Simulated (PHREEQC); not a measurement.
Dissolve 0.00098 mol/kgw CaCl2 and 0.0038 mol/kgw MgSO4 at 25 °C. Closed to the air; pH follows from the charge balance.

Model: ion-association model, phreeqc.dat, run in PHREEQC.

The ionic strength comes out as 0.0143 mol/kgw. The specific conductance is 877 µS/cm.

```
species  molality  activity   log γ
-------  --------  --------  ------
Mg+2      0.00301   0.00191  -0.198
SO4-2     0.00285   0.00178  -0.205
Cl-       0.00196   0.00173  -0.053
Ca+2     0.000818  0.000514  -0.202
MgSO4    0.000792  0.000794   0.001
CaSO4    0.000162  0.000162   0.001
H+        1.35e-7   1.22e-7  -0.045
OH-       9.42e-8   8.32e-8  -0.054
MgOH+     6.37e-8   5.70e-8  -0.049
HSO4-     2.37e-8   2.10e-8  -0.052
```

This is a speciation only: nothing precipitates in the calculation.
